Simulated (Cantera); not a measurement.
**Thermodynamics of hydrogen reduction and annealing atmospheres, feed V2O3 + H2**

Charge: 1 mol V2O3, a varied amount of H2, held at 1.00 Torr.

Cantera equilibrium calculation (NASA polynomials, part measured and part estimated; ideal gas, pure solids and liquids). Candidate condensed phases: H2O, V, VO, V2O3, V2O4, V2O5; 12 gas species. Mutual solubility and eutectic melting of coexisting phases are not modelled. VO: taken at fixed stoichiometry. Condensed phases not in the tables: the oxides between V2O3 and V2O5 other than VO2. The numbers say what is thermodynamically allowed, not how fast it happens.

Stable condensed phases:

```
T in K \ n(H2) in mol
          15  26  46  81 140 250 430 760
   1625    A   A   A   A   A   B   B   B
   1600    A   A   A   A   A   B   B   B
   1575    A   A   A   A   A   B   B   B
   1550    A   A   A   A   A   B   B   B
   1525    A   A   A   A   A   B   B   B
   1500    A   A   A   A   A   A   B   B
   1475    A   A   A   A   A   A   B   B
   1450    A   A   A   A   A   A   B   B
   1425    A   A   A   A   A   A   B   B
   1400    A   A   A   A   A   A   A   B
   1375    A   A   A   A   A   A   A   B
   1350    A   A   A   A   A   A   A   B
   1325    A   A   A   A   A   A   A   A
   1300    A   A   A   A   A   A   A   A
```

A: VO + V2O3; B: VO.
